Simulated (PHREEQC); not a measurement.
HCl is added in steps, without added water, to 1 kg of water holding 0.023 mol/kgw Na2SeO3 and 0.0001 mol/kgw NaCl, at 6.3 °C. The system is closed to oxygen. The system is closed to CO2. Only these solids could form: Halite.

Base run: PHREEQC, ion-association model, wateq4f.dat. Each further column changes one thing. The table gives H2SeO3 (mol/kgw).

```
HCl added (mol)      base  0.00027 mol/kgw Ca(OH)2 added  temperature from 6.3 to 25 °C  diluted 2-fold with water  no solid may form
---------------  --------  -----------------------------  -----------------------------  -------------------------  -----------------
0                1.18e-12                       3.86e-14                       5.63e-12                   1.18e-12           1.18e-12
0.002625         9.06e-10                       5.59e-10                       9.27e-10                    1.90e-9           9.06e-10
0.00525           4.13e-9                              ?                        4.19e-9                    1.07e-8            4.13e-9
0.0105            2.32e-8                        2.01e-8                        2.35e-8                    2.60e-7            2.32e-8
0.01312           4.56e-8                        3.99e-8                        4.62e-8                    0.00132            4.56e-8
0.01575           8.89e-8                        7.74e-8                        9.00e-8                    0.00331            8.89e-8
0.01837           1.88e-7                              ?                        1.91e-7                    0.00504            1.88e-7
0.02363          0.000564                        9.00e-5                       0.000564                    0.00757           0.000564
0.02625           0.00289                        0.00241                        0.00289                    0.00837            0.00289
0.02888           0.00515                        0.00469                        0.00514                          ?            0.00515
0.0315            0.00732                        0.00688                        0.00731                    0.00937            0.00732
0.03675            0.0113                         0.0109                         0.0113                    0.00991             0.0113
0.03938            0.0130                         0.0127                         0.0130                     0.0101             0.0130
0.042              0.0146                         0.0143                         0.0146                     0.0102             0.0146
```

Complete the blanks.


- 0.00525, 0.00027 mol/kgw Ca(OH)2 added: 3.23e-9
- 0.01837, 0.00027 mol/kgw Ca(OH)2 added: 1.60e-7
- 0.02888, diluted 2-fold with water: 0.00895

Constants without temperature data keep their 25 °C values here.  Solids allowed in the column '0.00027 mol/kgw Ca(OH)2 added': Portlandite, CaSeO3, Halite.
